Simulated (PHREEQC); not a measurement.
Make-up at 54 °C: 190 mmol/kgw HF, 0.042 mmol/kgw NH4F, 120 mmol/kgw H2SiF6 and 0.31 mmol/kgw (NH4)2HPO4. Closed to the air; pH follows from the charge balance.

Equilibrium calculation in PHREEQC: ion-association model, wateq4f.dat.

This is a speciation only: nothing precipitates in the calculation.

Question: Estimate the pH.

Answer: pH 0.73.

Question: In which forms is P present?

Answer: H3PO4 96 %, H2PO4- 4.0 % of the P.

H3PO4, which wateq4f.dat lacks, is added to it with the constant of phreeqc.dat. At this temperature some constants are extrapolated from 25 °C, and those without enthalpy data are left unchanged. SiF6-2 is the database's only silicon fluoride.
